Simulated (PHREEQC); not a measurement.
HCl is added in steps, without added water, to 1 kg of water holding 0.0038 mol LiOH, 0.00024 mol CO2 and 0.0011 mol K2CO3, at 25 °C. O2 is buffered at 0.21 atm. No CO2 enters from the air. Solids allowed: Sylvite. Others were left out.

Base run: PHREEQC, ion-association model, phreeqc.dat. Each further column changes one thing. The table gives CO2 (mol/kgw).

```tsv
HCl added (mol)	base	K2CO3 from 0.0011 to 0.0055 mol/kgw	K2CO3 from 0.0011 to 0.00099 mol/kgw	no solid may form
0	4.60e-10	1.64e-9	(withheld)	4.60e-10
0.00225	3.15e-9	(withheld)	2.96e-9	3.15e-9
0.0045	1.27e-6	(withheld)	3.70e-6	1.27e-6
0.005625	0.000964	2.67e-7	0.00107	0.000964
0.007875	0.00134	(withheld)	0.00123	0.00134
0.01013	0.00134	0.00107	0.00123	0.00134
0.01238	0.00134	0.00331	0.00123	0.00134
0.0135	0.00134	(withheld)	0.00123	0.00134
0.01575	0.00134	0.00573	0.00123	0.00134
0.018	0.00134	0.00574	0.00123	0.00134
```

Problem. What belongs in the gaps?

Solution. 
- 0, K2CO3 from 0.0011 to 0.00099 mol/kgw: 4.25e-10
- 0.00225, K2CO3 from 0.0011 to 0.0055 mol/kgw: 7.67e-9
- 0.0045, K2CO3 from 0.0011 to 0.0055 mol/kgw: 8.55e-8
- 0.007875, K2CO3 from 0.0011 to 0.0055 mol/kgw: 2.47e-6
- 0.0135, K2CO3 from 0.0011 to 0.0055 mol/kgw: 0.00444
